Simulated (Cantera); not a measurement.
A Cantera script and what it prints.

```python
import numpy as np
import cantera as ct

gas_names = [...]  # 113 gases of nasa_gas.yaml made of C, H, O, Ta
cond_names = """
    C(gr) C6H6(L) C7H8(L) C8H18(L),n-octa H2O(s) H2O(L) Ta(cr) Ta(L) TaC(s) TaC(L) Ta2O5(s) Ta2O5(L)
""".split()


# ... load() reads the species with a 1 bar reference pressure and builds the phases ...
atoms = {
    'Ta2O5': {'Ta': 2, 'O': 5},
    'CH4': {'C': 1, 'H': 4},
    'H2': {'H': 2},
}
top_T = {'C(gr)': 4500}  # K; cautious upper limits of use, not melting points


# ... equilibrate(T, P, feed) seeds the gas with the atoms and calls Mixture.equilibrate('TP', solver="vcs", rtol=1e-11, max_steps=5000) ...
results = []
feed = {'Ta2O5': 1, 'CH4': 3.5, 'H2': 0.77}  # mol
P = 29000  # Pa
for T in [1550, 1650, 1750, 1850, 1950, 2050, 2150, 2250, 2350, 2450, 2550]:
    mix = equilibrate(T, P, feed)
    results.append((T, P, feed, dict(zip(mix.species_names, mix.species_moles))))
    x = sorted(zip(gas.X, gas.species_names), reverse=True)
    print(f"T = {T:g} K  P = {P:g} Pa  gas = {mix.phase_moles(0):.4g} mol")
    print("   x: " + "  ".join(f"{s} {v:.3e}" for v, s in x if v > 1e-06))
    print("   condensed (mol): " + ("  ".join(f"{mix.phase(i).name} {mix.phase_moles(i):.4g}"
          for i in range(1, mix.n_phases) if mix.phase_moles(i) > 1e-12) or "none"))
```

It prints:

```
T = 1550 K  P = 29000 Pa  gas = 10.26 mol
   x: H2 7.550e-01  CO 2.427e-01  H2O 2.046e-03  CO2 2.352e-04  H 5.082e-05  CH4 1.057e-05
   condensed (mol): TaC(s) 1.007  Ta2O5(s) 0.4967
T = 1650 K  P = 29000 Pa  gas = 10.26 mol
   x: H2 7.547e-01  CO 2.426e-01  H2O 2.333e-03  CO2 2.335e-04  H 1.465e-04  CH4 3.214e-06
   condensed (mol): TaC(s) 1.008  Ta2O5(s) 0.4962
T = 1750 K  P = 29000 Pa  gas = 10.26 mol
   x: H2 7.542e-01  CO 2.425e-01  H2O 2.614e-03  H 3.751e-04  CO2 2.321e-04  CH4 1.125e-06
   condensed (mol): TaC(s) 1.008  Ta2O5(s) 0.4958
T = 1850 K  P = 29000 Pa  gas = 10.27 mol
   x: H2 7.536e-01  CO 2.424e-01  H2O 2.885e-03  H 8.684e-04  CO2 2.310e-04
   condensed (mol): TaC(s) 1.009  Ta2O5(s) 0.4954
T = 1950 K  P = 29000 Pa  gas = 10.27 mol
   x: H2 7.525e-01  CO 2.422e-01  H2O 3.145e-03  H 1.847e-03  CO2 2.301e-04
   condensed (mol): TaC(s) 1.01  Ta2O5(s) 0.495
T = 2050 K  P = 29000 Pa  gas = 10.28 mol
   x: H2 7.508e-01  CO 2.420e-01  H 3.650e-03  H2O 3.390e-03  CO2 2.293e-04  TaO2 5.993e-06  OH 1.801e-06
   condensed (mol): TaC(s) 1.011  Ta2O5(s) 0.4947
T = 2150 K  P = 29000 Pa  gas = 10.29 mol
   x: H2 7.479e-01  CO 2.416e-01  H 6.773e-03  H2O 3.465e-03  CO2 2.189e-04  TaO2 2.975e-05  TaO 4.091e-06  OH 4.052e-06
   condensed (mol): TaC(s) 1.011  Ta2O5(L) 0.4944
T = 2250 K  P = 29000 Pa  gas = 10.32 mol
   x: H2 7.433e-01  CO 2.410e-01  H 1.189e-02  H2O 3.502e-03  CO2 2.085e-04  TaO2 1.252e-04  TaO 2.415e-05  OH 8.416e-06
   condensed (mol): TaC(s) 1.011  Ta2O5(L) 0.4939
T = 2350 K  P = 29000 Pa  gas = 11.38 mol
   x: H2 6.694e-01  CO 3.072e-01  H 1.895e-02  H2O 3.698e-03  TaO2 4.287e-04  CO2 2.946e-04  TaO 9.767e-05  OH 1.804e-05
   condensed (mol): Ta(cr) 1.417  Ta2O5(L) 0.2887
T = 2450 K  P = 29000 Pa  gas = 11.46 mol
   x: H2 6.581e-01  CO 3.050e-01  H 3.027e-02  H2O 4.621e-03  TaO2 1.253e-03  CO2 3.536e-04  TaO 3.031e-04  OH 4.153e-05  O 1.267e-06
   condensed (mol): Ta(cr) 1.418  Ta2O5(L) 0.2821
T = 2550 K  P = 29000 Pa  gas = 11.59 mol
   x: H2 6.417e-01  CO 3.016e-01  H 4.640e-02  H2O 5.603e-03  TaO2 3.335e-03  TaO 8.563e-04  CO2 4.156e-04  OH 8.881e-05  O 4.190e-06
   condensed (mol): Ta(cr) 1.415  Ta2O5(L) 0.2684
```

These are equilibrium values from Cantera (NASA tables, ideal gas, pure condensed phases), not measurements of a reactor. Mutual solubility and eutectic melting of coexisting phases are not modelled. TaC: taken at fixed stoichiometry. Condensed phases not in the tables: Ta2C, N, O or C dissolved in the metal.
